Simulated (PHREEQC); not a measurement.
Make-up at 25 °C: 0.24 mol/kgw H2SO4, 0.058 mol/kgw FeSO4 and 0.001 mol/kgw Fe2(SO4)3. It is in equilibrium with CO2 at log p = -1 (atm). Otherwise closed; pH follows from the charge balance.

Computed with PHREEQC (ion-association model, phreeqc.dat).

Question: The ionic strength comes out as 0.379 mol/kgw. What activity coefficients do Fe+2, FeHSO4+, HSO4-, FeSO4+, FeHSO4+2 get?

Answer: Fe+2 0.27, FeHSO4+ 0.73, HSO4- 0.73, FeSO4+ 0.70, FeHSO4+2 0.29.

Precipitation was switched off in this run.
